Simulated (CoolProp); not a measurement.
Vapour-liquid equilibrium of propane (1) + n-pentane (2) at 259.4 K; x and y are mole fractions of (1).

Computed with CoolProp (multi-fluid Helmholtz-energy mixture model, Lemmon 2009 and Thol 2019; pair parameters Kunz 2012).

```
x     bubble pressure (MPa)  y at the bubble point  dew pressure at overall composition x (MPa)  liquid density (mol/L)
----  ---------------------  ---------------------  -------------------------------------------  ----------------------
0.05                0.03128                  0.613                                      0.01322                   9.213
0.15                0.06537                  0.830                                      0.01473                   9.420
0.25                0.09632                  0.895                                      0.01664                   9.673
0.35                 0.1252                  0.927                                      0.01911                   9.967
0.45                 0.1529                  0.947                                      0.02243                   10.30
0.55                 0.1799                  0.962                                      0.02715                   10.66
0.65                 0.2065                  0.972                                      0.03436                   11.05
0.75                 0.2333                  0.981                                      0.04674                   11.46
0.85                 0.2606                  0.989                                      0.07277                   11.85
0.95                 0.2892                  0.996                                       0.1575                   12.23
```

No azeotrope shows between x = 0.05 and 0.95.

Pair parameters are fitted to limited data, so mixtures are less certain than the pure fluids.
